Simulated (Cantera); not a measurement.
A closed system holds: 1 mol CaO, 50 mol HCl, equilibrated at 46.5 Torr.

These are equilibrium values from Cantera (NASA tables, ideal gas, pure condensed phases), not measurements of a reactor. Candidate condensed phases: Ca, CaCl₂, CaO, Ca(OH)₂, H₂O; 21 gas species. Condensed phases not in the tables: oxide chlorides. Kinetics and transport are ignored.

### Question
What share of the Ca ends up in condensed phases as a function of T (K), at 873, 1023, 1173, 1323, 1473, 1623, 1773, 1923?

### Answer
| T (K) | Ca condensed (%) | as |
|---|---|---|
| 873 | 100.0 | CaCl₂(s) |
| 1023 | 100.0 | CaCl₂(s) |
| 1173 | 99.7 | CaCl₂(l) |
| 1323 | 92.9 | CaCl₂(l) |
| 1473 | 14.0 | CaCl₂(l) |
| 1623 | 0.0 | - |
| 1773 | 0.0 | - |
| 1923 | 0.0 | - |
